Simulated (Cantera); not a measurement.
Cantera run:

```python
import numpy as np
import cantera as ct

gas_names = """
    CL CL2 H HCL H2
""".split()
cond_names = """

""".split()


def load(file, names, dense=False):
    # The tables refer to 1 bar. Condensed volumes are neglected.
    table = {s.name: s for s in ct.Species.list_from_file(file)}
    out = []
    for n in names:
        d = dict(table[n].input_data)
        d["thermo"] = dict(d["thermo"], **{"reference-pressure": 1e5})
        if dense:
            d["equation-of-state"] = {"model": "constant-volume", "density": "1e6 g/cm^3"}
        out.append(ct.Species.from_dict(d))
    return out


gas = ct.Solution(thermo="ideal-gas", species=load("nasa_gas.yaml", gas_names))
cond = {s.name: ct.Solution(thermo="fixed-stoichiometry", species=[s], name=s.name)
        for s in load("nasa_condensed.yaml", cond_names, dense=True)}
atoms = {
    'HCl': {'H': 1, 'CL': 1},
    'H2': {'H': 2},
}
top_T = {}  # K; cautious upper limits of use, not melting points


def equilibrate(T, P, feed):
    n = {}
    for name, mol in feed.items():
        for a, k in atoms[name].items():
            n[a] = n.get(a, 0.0) + k * mol
    gas.TPX = T, P, n
    mass = sum(n.values()) * gas.mean_molecular_weight
    gas.equilibrate("TP")
    valid = [c for c in cond.values() if c.min_temp <= T <= top_T.get(c.name, c.max_temp)]
    mix = ct.Mixture([(gas, mass / gas.mean_molecular_weight)] + [(c, 0.0) for c in valid])
    mix.T, mix.P = T, P
    mix.equilibrate("TP", solver="vcs", rtol=1e-11, max_steps=5000)
    return mix


results = []
feed = {'HCl': 1, 'H2': 0.098}  # mol
T = 2800  # K
P = 12000000  # Pa
mix = equilibrate(T, P, feed)
results.append((T, P, feed, dict(zip(mix.species_names, mix.species_moles))))
x = sorted(zip(gas.X, gas.species_names), reverse=True)
print(f"T = {T:g} K  P = {P:g} Pa  gas = {mix.phase_moles(0):.4g} mol")
print("   x: " + "  ".join(f"{s} {v:.3e}" for v, s in x if v > 1e-06))
print("   condensed (mol): " + ("  ".join(f"{mix.phase(i).name} {mix.phase_moles(i):.4g}"
      for i in range(1, mix.n_phases) if mix.phase_moles(i) > 1e-12) or "none"))
```

Output:

```
T = 2800 K  P = 1.2e+07 Pa  gas = 1.107 mol
   x: HCL 8.869e-01  H2 9.534e-02  CL 1.481e-02  H 2.306e-03  CL2 5.994e-04
   condensed (mol): none
```

Method: chemical equilibrium by Gibbs-energy minimisation in Cantera with the NASA 1993 tables (ideal gas, pure condensed phases). The ideal-gas law is rough above about 30 bar.
